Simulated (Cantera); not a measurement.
A closed system holds: 1 mol ZrN, 4.1 mol N2.

These are equilibrium values from Cantera (NASA tables, ideal gas, pure condensed phases), not measurements of a reactor. Candidate condensed phases: Zr, ZrN; 4 gas species. ZrN: taken at fixed stoichiometry. The numbers say what is thermodynamically allowed, not how fast it happens.

### Question
What condenses at these points (T in K, P in Pa): (2423, 52); (2498, 2700); (1973, 1); (2648, 1); (2648, 140000)?

### Answer
```json
[
 {"T (K)": "2423", "P in Pa": "52", "condensed phases": "ZrN", "Zr condensed (%)": "100.0"},
 {"T (K)": "2498", "P in Pa": "2700", "condensed phases": "ZrN", "Zr condensed (%)": "100.0"},
 {"T (K)": "1973", "P in Pa": "1", "condensed phases": "ZrN", "Zr condensed (%)": "100.0"},
 {"T (K)": "2648", "P in Pa": "1", "condensed phases": "gas only", "Zr condensed (%)": "0.0"},
 {"T (K)": "2648", "P in Pa": "140000", "condensed phases": "ZrN", "Zr condensed (%)": "100.0"}
]
```
